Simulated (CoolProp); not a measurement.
A Linde-Hampson liquefier for carbon monoxide: isothermal reversible compression at 290 K from 1 atm to 5 MPa, throttling to 1 atm, return gas leaving the recuperator 0 K below the feed. Each further row changes one setting.

Model: reference Helmholtz-energy equation of state, Lemmon 2006, in CoolProp. It is a short technical equation, of lower accuracy than the large ones.

```csv
case,liquid yield per pass,compression work (kJ/kg of gas)
as stated,0.030,334
high pressure 10 MPa,0.056,393
warm-end temperature 320 K,0.022,370
warm-end gap 5 K,0.018,334
```
